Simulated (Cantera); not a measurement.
Charge: 1 mol Ta2O5, 88 mol H2, equilibrated at 1.00 Torr.

These are equilibrium values from Cantera (NASA tables, ideal gas, pure condensed phases), not measurements of a reactor. Candidate condensed phases: H2O, Ta, Ta2O5; 12 gas species. Mutual solubility and eutectic melting of coexisting phases are not modelled. Condensed phases not in the tables: N, O or C dissolved in the metal. The numbers say what is thermodynamically allowed, not how fast it happens.

### Question
At 1848 K, list the 4 most abundant gas species with their mole fractions, and the condensed phases.

### Answer
H2 0.985, H 0.0144, H2O 0.000875, TaO2 4.46e-5. Condensed: Ta(s) + Ta2O5(s).
